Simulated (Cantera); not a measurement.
Input: 1 mol TEOS, 18 mol N2O, 1.8 mol N2, 1.3 mol H2O, held at 0.100 bar.

These are equilibrium values from Cantera (NASA tables, ideal gas, pure condensed phases), not measurements of a reactor. Candidate condensed phases: C, C6H6, C7H8, C8H18, H2O, Si, SiC, SiO2, Si2N2O, Si3N4; 151 gas species. The feed counts by its element totals alone. The tables hold silica as quartz up to 1696 K and as liquid above; real silica turns to tridymite and cristobalite and melts near 1996 K. Gases not in the tables: Si(OH)4. Equilibrium is a limit: real reactors are often held back by kinetics, nucleation or transport.

Problem. At 1723 K, list the 5 most abundant gas species with their mole fractions, and the condensed phases.

Solution. N2 0.506, H2O 0.231, CO2 0.109, CO 0.0956, H2 0.0578. Condensed: SiO2(condensed).
